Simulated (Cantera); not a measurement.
Feed: 1 mol AlN, 270 mol H₂, 19 mol HCl, held at 1525 K and 0.0133 bar.

Cantera equilibrium calculation (NASA polynomials, part measured and part estimated; ideal gas, pure solids and liquids). Candidate condensed phases: Al, AlCl₃, AlN, NH₄Cl; 20 gas species. The tables' values for AlCl₂ are old estimates; treat these amounts as uncertain. The numbers say what is thermodynamically allowed, not how fast it happens.

Base state: H₂ 0.936, HCl 0.0589, N₂ 0.00173, AlCl 0.00155, AlCl₃ 0.00136, AlCl₂ 0.000545, H 0.000198, Cl 1.00e-5 (mole fractions); condensed: gas only.

Task: What changes in the equilibrium state with this change: temperature from 1525 K to 700 K?

Result: 
```json
[
 {"species": "H₂", "before": "0.936", "after": "0.939"},
 {"species": "HCl", "before": "0.0589", "after": "0.0554"},
 {"species": "AlCl₃", "before": "0.00136", "after": "0.00345"},
 {"species": "AlCl", "before": "0.00155", "after": "<1e-9"},
 {"species": "AlCl₂", "before": "0.000545", "after": "<1e-9"}
]
```
